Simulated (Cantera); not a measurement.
## Premixed flame

A freely propagating, adiabatic, planar premixed flame of CH4 : O2 : N2 = 0.75 : 2 : 7.52 (molar parts), unburnt at 400 K and 8.09 atm; mixture-averaged transport, grid criteria slope 0.08 and curve 0.16, no radiation.

Model: GRI-Mech 3.0 (53 species, 325 reactions), integrated in Cantera. Burning velocities carry a grid error of a few per cent, more on coarse grids.

```
z (mm)   T (K)  u (m/s)    x CH4    x O2    x N2O    x NO2     x NO     x CH3
-------  -----  -------  -------  ------  -------  -------  -------  --------
-0.427     401    0.149   0.0729   0.195    <1e-8    <1e-8    <1e-8     <1e-8
-0.285     412    0.153   0.0723   0.194    <1e-8  1.47e-8    <1e-8     <1e-8
-0.213     444    0.165   0.0704   0.192    <1e-8  6.97e-8    <1e-8   3.06e-8
-0.142     584    0.218   0.0629   0.181  5.53e-8  3.63e-7  5.60e-8   3.73e-7
-0.0712   1033    0.388   0.0390   0.141  3.16e-7  9.60e-7  9.06e-7   3.10e-5
-0.0356   1401    0.527   0.0192   0.105  6.25e-7  5.08e-7  2.67e-6  0.000285
0         1756    0.660  0.00245  0.0682  1.11e-6  6.23e-8  5.00e-6  0.000391
0.0356    1895    0.708  3.10e-5  0.0543  1.68e-6  3.60e-8  7.10e-6   9.42e-6
0.0712    1945    0.724  3.26e-7  0.0511  1.90e-6  4.19e-8  8.30e-6   1.18e-7
0.142     1979    0.735    <1e-8  0.0495  1.64e-6  4.14e-8  9.43e-6     <1e-8
0.285     1993    0.740    <1e-8  0.0491  9.09e-7  3.05e-8  1.04e-5     <1e-8
0.569     1996    0.741    <1e-8  0.0490  5.72e-7  2.79e-8  1.15e-5     <1e-8
1.14      1996    0.741    <1e-8  0.0490  5.42e-7  3.24e-8  1.35e-5     <1e-8
```
x: mole fraction of selected species; z is measured from the peak of heat release.

| Property | Value |
|---|---|
| laminar burning velocity | 14.8 cm/s |
| thermal thickness | 0.142 mm |
| peak x(CH3) | 0.000547 |
| grid points | 137 |
